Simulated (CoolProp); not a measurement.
Vapour-liquid equilibrium of n-pentane (1) + cyclohexane (2) at 307.2 K; x and y are mole fractions of (1).

The numbers come from the multi-fluid Helmholtz-energy mixture model, Thol 2019 and Zhou 2014; pair parameters Bell 2016 in CoolProp.

```tsv
x	bubble pressure, mixture model (MPa)	bubble pressure, Raoult's law (MPa)	y, mixture model	y, Raoult's law
0.05	0.02388	0.02307	0.230	0.205
0.2	0.03656	0.03435	0.569	0.551
0.35	0.04811	0.04564	0.728	0.725
0.5	0.05900	0.05693	0.824	0.830
0.65	0.06958	0.06822	0.891	0.901
0.8	0.08013	0.07951	0.944	0.951
0.95	0.09090	0.09080	0.987	0.989
```

The largest gap from Raoult's law is +6.4 % in bubble pressure, at x = 0.2. No azeotrope shows between x = 0.05 and 0.95.

Pair parameters are fitted to limited data, so mixtures are less certain than the pure fluids.
